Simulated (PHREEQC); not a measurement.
Consider water at 25 °C with 9 mmol/kgw H3PO4, 0.049 mmol/kgw Na2SO4 and 1.9 mmol/kgw KCl. Closed to the air; pH follows from the charge balance.

All values are PHREEQC results (ion-association model, phreeqc.dat), not measurements.

Question: The ionic strength comes out as 0.00741 mol/kgw. What activity coefficients do H2PO4-, HSO4-, Na+, SO4-2, Cl- get?

Answer: H2PO4- 0.92, HSO4- 0.91, Na+ 0.91, SO4-2 0.70, Cl- 0.91.

No solid was allowed to form. Species that the database lacks are ignored.
